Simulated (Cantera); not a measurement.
Input: 1 mol BN, 0.17 mol H2, at 10.5 Torr.

Points: T (K) = 1750, 1800, 1850, 1900, 1950, 2000, 2050.

Cantera's Mixture.equilibrate('TP', solver="vcs", rtol=1e-11, max_steps=5000) on the NASA tables stopped like this:

```
ERROR: FAILURE its = 5001!

*******************************************************************************
CanteraError thrown by MultiPhase::equilibrate:
VCS solver failed. Return code: -1
*******************************************************************************
```

Task: What got this run through?

Result: Several could match; the one computed here: The failure is numerical, not chemical. The same input converged with solver="gibbs", rtol=1e-10, max_steps=50000, and the result passed a check of the equilibrium conditions:
```
T = 1750 K  P = 1400 Pa  gas = 0.1702 mol
   x: H2 9.978e-01  H 1.963e-03  N2 1.175e-04  BH2 8.997e-05
   condensed (mol): B(b) 2.433e-05  BN(s) 1
T = 1800 K  P = 1400 Pa  gas = 0.1703 mol
   x: H2 9.965e-01  H 3.021e-03  N2 3.039e-04  BH2 1.297e-04
   condensed (mol): B(b) 8.096e-05  BN(s) 0.9999
T = 1850 K  P = 1400 Pa  gas = 0.1705 mol
   x: H2 9.945e-01  H 4.540e-03  N2 7.460e-04  BH2 1.830e-04
   condensed (mol): B(b) 0.0002226  BN(s) 0.9997
T = 1900 K  P = 1400 Pa  gas = 0.1709 mol
   x: H2 9.913e-01  H 6.678e-03  N2 1.746e-03  BH2 2.533e-04
   condensed (mol): B(b) 0.0005524  BN(s) 0.9994
T = 1950 K  P = 1400 Pa  gas = 0.1715 mol
   x: H2 9.861e-01  H 9.621e-03  N2 3.910e-03  BH2 3.437e-04
   condensed (mol): B(b) 0.001281  BN(s) 0.9987
T = 2000 K  P = 1400 Pa  gas = 0.1726 mol
   x: H2 9.775e-01  H 1.359e-02  N2 8.407e-03  BH2 4.575e-04
   condensed (mol): B(b) 0.002821  BN(s) 0.9971
T = 2050 K  P = 1400 Pa  gas = 0.1747 mol
   x: H2 9.631e-01  H 1.882e-02  N2 1.741e-02  BH2 5.964e-04  B 2.143e-05
   condensed (mol): B(b) 0.005973  BN(s) 0.9939
```

The gas is ideal and each condensed phase is pure. Mutual solubility and eutectic melting of coexisting phases are not modelled. The tables' values for BH2 are old estimates; treat these amounts as uncertain.
